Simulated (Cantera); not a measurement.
A freely propagating, adiabatic, planar premixed flame of H2 : O2 : N2 = 1 : 0.5 : 1.88 (molar parts), unburnt at 600 K and 9.60 bar; mixture-averaged transport, grid criteria slope 0.08 and curve 0.16, no radiation.

Cantera simulation using the H2/O2 subset of GRI-Mech 3.0, which has no nitrogen chemistry; the numbers are that mechanism's predictions, not measurements. The hydrogen kinetics of GRI-Mech 3.0 are dated; newer H2 mechanisms differ, most at raised pressure. Burning velocities carry a grid error of a few per cent, more on coarse grids.

x: mole fraction of selected species; z is measured from the peak of heat release.

```json
[
 {"z (mm)": "-0.0800", "T (K)": "600", "u (m/s)": "6.09", "x H2": "0.296", "x O2": "0.148", "x O": "<1e-8", "x H2O": "<1e-8", "x H": "<1e-8", "x H2O2": "<1e-8"},
 {"z (mm)": "-0.0533", "T (K)": "600", "u (m/s)": "6.09", "x H2": "0.296", "x O2": "0.148", "x O": "<1e-8", "x H2O": "2.64e-7", "x H": "<1e-8", "x H2O2": "<1e-8"},
 {"z (mm)": "-0.0400", "T (K)": "600", "u (m/s)": "6.09", "x H2": "0.295", "x O2": "0.148", "x O": "<1e-8", "x H2O": "2.00e-6", "x H": "<1e-8", "x H2O2": "<1e-8"},
 {"z (mm)": "-0.0267", "T (K)": "602", "u (m/s)": "6.09", "x H2": "0.293", "x O2": "0.149", "x O": "7.00e-8", "x H2O": "4.01e-5", "x H": "<1e-8", "x H2O2": "1.99e-7"},
 {"z (mm)": "-0.0133", "T (K)": "(withheld)", "u (m/s)": "6.51", "x H2": "0.269", "x O2": "0.152", "x O": "9.89e-6", "x H2O": "0.00356", "x H": "2.71e-5", "x H2O2": "2.80e-5"},
 {"z (mm)": "-0.00667", "T (K)": "(withheld)", "u (m/s)": "9.17", "x H2": "0.219", "x O2": "0.143", "x O": "0.000326", "x H2O": "0.0368", "x H": "0.00195", "x H2O2": "0.000128"},
 {"z (mm)": "0", "T (K)": "(withheld)", "u (m/s)": "13.4", "x H2": "0.143", "x O2": "0.106", "x O": "0.00270", "x H2O": "0.120", "x H": "0.0121", "x H2O2": "3.54e-5"},
 {"z (mm)": "0.00667", "T (K)": "(withheld)", "u (m/s)": "16.4", "x H2": "0.0812", "x O2": "0.0608", "x O": "0.00562", "x H2O": "0.202", "x H": "0.0217", "x H2O2": "5.83e-6"},
 {"z (mm)": "0.0133", "T (K)": "(withheld)", "u (m/s)": "18.0", "x H2": "0.0530", "x O2": "0.0365", "x O": "0.00663", "x H2O": "0.243", "x H": "0.0228", "x H2O2": "3.85e-6"},
 {"z (mm)": "0.0267", "T (K)": "2189", "u (m/s)": "19.6", "x H2": "0.0382", "x O2": "0.0223", "x O": "0.00585", "x H2O": "0.269", "x H": "0.0171", "x H2O2": "2.51e-6"},
 {"z (mm)": "0.0533", "T (K)": "2352", "u (m/s)": "20.9", "x H2": "0.0308", "x O2": "0.0165", "x O": "0.00374", "x H2O": "0.286", "x H": "0.0101", "x H2O2": "1.77e-6"},
 {"z (mm)": "0.107", "T (K)": "2473", "u (m/s)": "21.8", "x H2": "0.0239", "x O2": "0.0126", "x O": "0.00212", "x H2O": "0.301", "x H": "0.00542", "x H2O2": "1.31e-6"},
 {"z (mm)": "0.213", "T (K)": "2552", "u (m/s)": "22.3", "x H2": "0.0180", "x O2": "0.00977", "x O": "0.00123", "x H2O": "0.312", "x H": "0.00297", "x H2O2": "1.00e-6"}
]
```

Some entries are withheld; supply them.


- -0.0133, T (K): 662
- -0.00667, T (K): 969
- 0, T (K): 1456
- 0.00667, T (K): 1804
- 0.0133, T (K): 1997
